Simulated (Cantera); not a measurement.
A jet of CH4 : O2 : N2 = 0.03 : 0.069 : 0.79 (molar parts), equivalence ratio 0.87 at 300 K and 42.0 Torr hits a platinum plate 2.2 cm away at a mass flux of 0.093 kg/m²/s; the plate temperature is set and raised in steps from an oxygen-covered start.

Model: Deutschmann's 1995 Pt surface mechanism with GRI-Mech 3.0 gas chemistry, integrated in Cantera. Catalytic surfaces can have several steady states; this one follows from the mechanism file's or the stated starting coverage.

One state of this run: wall x CH4 = 0.0121; wall x O2 = 0.0318; wall x H2O = 0.0401; wall x OH = 1.31e-6; wall x CO = 2.09e-5; wall x CO2 = 0.0263; θ free Pt = 0.594; θ O* = 0.405. x: mole fraction at the wall; θ: surface coverage.

Question: Which value of plate T (K) does it belong to?
(A) 1200
(B) 1150
(C) 1050
(D) 1100

Answer: D, 1100
